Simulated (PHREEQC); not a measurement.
A made-up water analysis in mg/L, 40 °C, pH 5.74, pe -0.1:

```json
[
 {"constituent": "Na", "mg/L": "0.0157"},
 {"constituent": "K", "mg/L": "0.00325"},
 {"constituent": "Ca", "mg/L": "0.0044"},
 {"constituent": "Mg", "mg/L": "0.00189"},
 {"constituent": "Cl", "mg/L": "0.0139"},
 {"constituent": "S(6) as SO4", "mg/L": "0.00653"},
 {"constituent": "Alkalinity as HCO3", "mg/L": "0.0352"},
 {"constituent": "Sr", "mg/L": "1.72e-05"},
 {"constituent": "Mn(2)", "mg/L": "3.04e-05"},
 {"constituent": "Fe(2)", "mg/L": "2.68e-05"}
]
```

Na is adjusted to close the charge balance.
Valence states are taken as typed.

The numbers come from PHREEQC with the ion-association model, phreeqc.dat.

This is a speciation only: nothing precipitates in the calculation.

Question: Estimate the ionic strength.

Answer: ionic strength 3.18e-6 mol/kgw.

Question: In which forms is C present?

Answer: CO2 78 %, HCO3- 22 % of the C.

Constants without temperature data keep their 25 °C values here.
